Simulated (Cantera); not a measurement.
Feed: 1 mol ZrO2, 4.3 mol H2, 16 mol N2, equilibrated at 5.70 bar.

Equilibrium computed with Cantera from the NASA thermochemical tables; the gas is ideal and each condensed phase is pure. Candidate condensed phases: H2O, Zr, ZrN, ZrO2; 28 gas species. Mutual solubility and eutectic melting of coexisting phases are not modelled. ZrN: taken at fixed stoichiometry. Condensed phases not in the tables: solid solutions among these carbides, nitrides and lower oxides. Equilibrium is a limit: real reactors are often held back by kinetics, nucleation or transport.

x: gas mole fraction; n: condensed amount in mol.

| T (K) | x N2 | x H2 | x H | x H2O | n ZrO2(monoclinic) | n ZrN(s) | n ZrO2(tetragonal) |
|---|---|---|---|---|---|---|---|
| 1250 | 0.788 | 0.212 | 9.32e-8 | 1.39e-6 | 1.000 | 0 | 0 |
| 1325 | 0.788 | 0.212 | [?] | [?] | 1.000 | 0 | 0 |
| 1400 | 0.788 | 0.212 | 9.38e-7 | 4.52e-6 | 1.000 | 0 | 0 |
| 1475 | 0.788 | 0.212 | 2.50e-6 | 7.43e-6 | 1.000 | 0 | 0 |
| 1550 | 0.788 | 0.212 | 6.07e-6 | 1.15e-5 | 0 | 0.000117 | 1.000 |
| 1625 | 0.788 | 0.212 | 1.36e-5 | 1.70e-5 | 0 | 0.000173 | 1.000 |
| 1700 | 0.788 | 0.212 | 2.84e-5 | 2.44e-5 | 0 | 0.000248 | 1.000 |
| 1775 | 0.788 | 0.212 | 5.58e-5 | 3.39e-5 | 0 | 0.000344 | 1.000 |
| 1850 | 0.788 | 0.212 | 0.000104 | 4.59e-5 | 0 | 0.000466 | 1.000 |
| 1925 | 0.788 | 0.212 | 0.000184 | 6.06e-5 | 0 | 0.000615 | 0.999 |
| 2000 | 0.788 | 0.212 | [?] | [?] | 0 | [?] | 0.999 |
| 2075 | 0.788 | 0.211 | 0.000513 | 9.96e-5 | 0 | 0.00101 | 0.999 |
| 2150 | 0.788 | 0.211 | 0.000812 | 0.000124 | 0 | 0.00126 | 0.999 |

### Question
What belongs in the gaps?

### Answer

- 1325, x H: 3.15e-7
- 1325, x H2O: 2.60e-6
- 2000, x H: 0.000313
- 2000, x H2O: 7.84e-5
- 2000, n ZrN(s): 0.000796
